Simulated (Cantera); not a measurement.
**Iron carbonyl, mercury and lead vapours: PbO + H₂ + N₂**

Feed: 1 mol PbO, 0.56 mol H₂, 35 mol N₂, at 1348.15 K and 27.0 Pa.

Method: chemical equilibrium by Gibbs-energy minimisation in Cantera with the NASA 1993 tables (ideal gas, pure condensed phases). Candidate condensed phases: H₂O, Pb, PbO, PbO₂, Pb₃O₄; 27 gas species. Kinetics and transport are ignored.

```json
{
  "x(N₂)": "0.956",
  "x(Pb)": "0.0189",
  "x(H₂O)": "0.0153",
  "x(PbO)": "0.00836",
  "x(O₂)": "0.00180",
  "x(NO)": "5.46e-5",
  "x(OH)": "1.67e-5",
  "x(H₂)": "4.34e-6",
  "x(O)": "1.06e-6",
  "gas_amount": "36.63 mol",
  "log10 activity of Pb(l) (absent)": "-2.97"
}
```
